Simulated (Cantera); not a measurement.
A closed system holds: 1 mol CH3F, 0.1 mol HCl, 0.63 mol H2, held at 44.3 Torr.

These are equilibrium values from Cantera (NASA tables, ideal gas, pure condensed phases), not measurements of a reactor. Candidate condensed phases: C, C6H6, C7H8, C8H18; 135 gas species. Ions and electrons are included (thermal ionisation). Equilibrium is a limit: real reactors are often held back by kinetics, nucleation or transport. All values below are at 4000 K.

Base state: H 0.670, F 0.103, C 0.0990, HF 0.0661, Cl 0.0170, C2 0.0154, C3 0.0118, H2 0.0104 (mole fractions); condensed: gas only.

What changes in the equilibrium state with this change: HCl from 0.1 to 0.063 mol?


```csv
species,before,after
H,0.670,0.672
F,0.103,0.104
C,0.0990,0.0998
Cl,0.0170,0.0109
C3,0.0118,0.0121
C2,0.0154,0.0157
HF,0.0661,0.0671
H2,0.0104,0.0105
HCl,0.000406,0.000260
C5,1.82e-5,1.90e-5
C4,3.30e-5,3.40e-5
```
